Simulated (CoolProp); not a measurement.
Saturation properties of water (Tc = 373.9 °C, pc = 22.06 MPa, ω = 0.344).

The numbers come from the reference Helmholtz-energy equation of state, Wagner 2002 in CoolProp.

```csv
T (°C),p (MPa),liquid cp (kJ/(kg K)),surface tension (mN/m),vapour viscosity (µPa s)
137.75,0.3391,4.278,51.3,13.5
149.05,0.4642,___,48.9,13.9
160.25,0.6222,4.336,46.4,14.3
171.55,0.8223,4.373,43.9,14.7
182.75,1.068,4.416,41.4,___
194.05,1.371,4.466,38.9,15.5
205.25,___,4.524,36.3,___
216.45,2.166,4.591,___,16.2
227.75,2.684,4.670,31.1,16.6
238.95,3.286,4.762,28.4,___
250.25,___,___,25.8,17.4
261.45,4.804,5.004,23.1,17.9
```

Problem. Fill in the missing entries.

Solution. 
- 149.05, liquid cp (kJ/(kg K)): 4.305
- 182.75, vapour viscosity (µPa s): 15.1
- 205.25, p (MPa): 1.733
- 205.25, vapour viscosity (µPa s): 15.8
- 216.45, surface tension (mN/m): 33.7
- 238.95, vapour viscosity (µPa s): 17.0
- 250.25, p (MPa): 3.993
- 250.25, liquid cp (kJ/(kg K)): 4.873

It boils at 100.0 °C under 1 atm.

Viscosity comes from a separate model (Huber 2009). Surface tension comes from a separate correlation (Mulero 2012).
